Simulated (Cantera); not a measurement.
An isothermal, constant-pressure homogeneous reactor starts with 37.0 % CH4, 63.0 % H2O, at 2200 K and 4.90 bar.

Computed with Cantera and GRI-Mech 3.0 (53 species, 325 reactions).

x: mole fraction; the columns are a selection and need not sum to one.

| t (s) | x CH4 | x H2O | x HO2 | x CH2 | x CH3 |
|---|---|---|---|---|---|
| 3.00e-5 | 0.0530 | 0.453 | 6.90e-10 | 2.59e-5 | 0.00402 |
| 0.000159 | 0.0196 | 0.364 | 4.15e-10 | 1.28e-5 | 0.00146 |
| 0.000845 | 0.0111 | 0.233 | 1.27e-10 | 4.91e-6 | 0.000732 |
| 0.00448 | ___ | 0.148 | 4.51e-11 | ___ | ___ |
| 0.0238 | 1.38e-7 | 0.140 | 4.02e-11 | 3.87e-11 | 8.41e-9 |
| 0.126 | 1.20e-7 | 0.140 | 4.02e-11 | 3.36e-11 | 7.29e-9 |
| 0.669 | 1.20e-7 | 0.140 | 4.02e-11 | 3.36e-11 | 7.29e-9 |
| 3.55 | 1.20e-7 | 0.140 | 4.02e-11 | 3.36e-11 | 7.29e-9 |
| 18.8 | 1.20e-7 | 0.140 | 4.02e-11 | 3.36e-11 | 7.29e-9 |
| 100 | 1.20e-7 | 0.140 | 4.02e-11 | 3.36e-11 | 7.29e-9 |

**Question.** Fill in the missing entries.

**Answer.** 
- 0.00448, x CH4: 0.00227
- 0.00448, x CH2: 6.92e-7
- 0.00448, x CH3: 0.000139
